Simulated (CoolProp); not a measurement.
Vapour-liquid equilibrium of R143a (1) + R134a (2) at 128 kPa; x and y are mole fractions of (1).

Model: multi-fluid Helmholtz-energy mixture model, Lemmon and Jacobsen 2000 and Tillner-Roth 1994; pair parameters Lemmon 2004, in CoolProp.

```json
[
 {"x": "0.05", "bubble temperature, mixture model (K)": "250.8", "bubble temperature, Raoult's law (K)": "250.8", "y, mixture model": "0.108", "y, Raoult's law": "0.113"},
 {"x": "0.15", "bubble temperature, mixture model (K)": "247.9", "bubble temperature, Raoult's law (K)": "247.9", "y, mixture model": "0.293", "y, Raoult's law": "0.303"},
 {"x": "0.25", "bubble temperature, mixture model (K)": "245.3", "bubble temperature, Raoult's law (K)": "245.2", "y, mixture model": "0.443", "y, Raoult's law": "0.455"},
 {"x": "0.35", "bubble temperature, mixture model (K)": "242.9", "bubble temperature, Raoult's law (K)": "242.8", "y, mixture model": "0.567", "y, Raoult's law": "0.579"},
 {"x": "0.45", "bubble temperature, mixture model (K)": "240.7", "bubble temperature, Raoult's law (K)": "240.6", "y, mixture model": "0.669", "y, Raoult's law": "0.680"},
 {"x": "0.55", "bubble temperature, mixture model (K)": "238.6", "bubble temperature, Raoult's law (K)": "238.5", "y, mixture model": "0.753", "y, Raoult's law": "0.763"},
 {"x": "0.65", "bubble temperature, mixture model (K)": "236.7", "bubble temperature, Raoult's law (K)": "236.6", "y, mixture model": "0.825", "y, Raoult's law": "0.833"},
 {"x": "0.75", "bubble temperature, mixture model (K)": "234.9", "bubble temperature, Raoult's law (K)": "234.9", "y, mixture model": "0.885", "y, Raoult's law": "0.891"},
 {"x": "0.85", "bubble temperature, mixture model (K)": "233.3", "bubble temperature, Raoult's law (K)": "233.2", "y, mixture model": "0.936", "y, Raoult's law": "0.940"},
 {"x": "0.95", "bubble temperature, mixture model (K)": "231.7", "bubble temperature, Raoult's law (K)": "231.7", "y, mixture model": "0.980", "y, Raoult's law": "0.981"}
]
```

The largest gap from Raoult's law is +0.1 K in bubble temperature, at x = 0.35. No azeotrope shows between x = 0.05 and 0.95.

Pair parameters are fitted to limited data, so mixtures are less certain than the pure fluids.
